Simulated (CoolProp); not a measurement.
Vapour-liquid equilibrium of benzene (1) + m-xylene (2) at 364.3 K; x and y are mole fractions of (1).

Model: multi-fluid Helmholtz-energy mixture model, Thol 2012 and Zhou 2012; pair parameters Bell 2016, in CoolProp.

```tsv
x	bubble pressure (kPa)	y at the bubble point	dew pressure at overall composition x (kPa)	liquid density (mol/L)
0.05	28.93	0.245	23.92	7.650
0.15	40.74	0.516	26.25	7.865
0.25	52.35	[?]	29.09	8.092
0.35	[?]	0.759	32.60	8.331
0.45	75.42	0.826	37.07	8.583
0.55	87.03	0.875	42.93	8.849
0.65	98.76	0.914	50.94	[?]
0.75	110.6	0.945	62.54	9.427
0.85	[?]	0.970	80.72	9.742
0.95	134.7	0.991	113.0	10.08
```

### Question
Some entries are withheld; supply them.

### Answer

- 0.25, y at the bubble point: 0.664
- 0.35, bubble pressure (kPa): 63.88
- 0.65, liquid density (mol/L): 9.130
- 0.85, bubble pressure (kPa): 122.6

No azeotrope shows between x = 0.05 and 0.95.

Pair parameters are fitted to limited data, so mixtures are less certain than the pure fluids. The gap from Raoult's law changes sign with composition, which may be real or a fault of the pair parameters; it wasn't checked against measurements.
